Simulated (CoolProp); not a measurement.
Benzene at 298.15 K and 1.96 MPa is throttled through a valve to 0.782 MPa with no heat exchange. Each further row changes one setting.

Model: reference Helmholtz-energy equation of state, Thol 2012, in CoolProp.

| case | temperature change (K) | final density (kg/m³) |
|---|---|---|
| as stated | +0.5 | 874 |
| outlet pressure 0.235 MPa | +0.7 | 873 |
| outlet pressure 1.02 MPa | +0.4 | 874 |
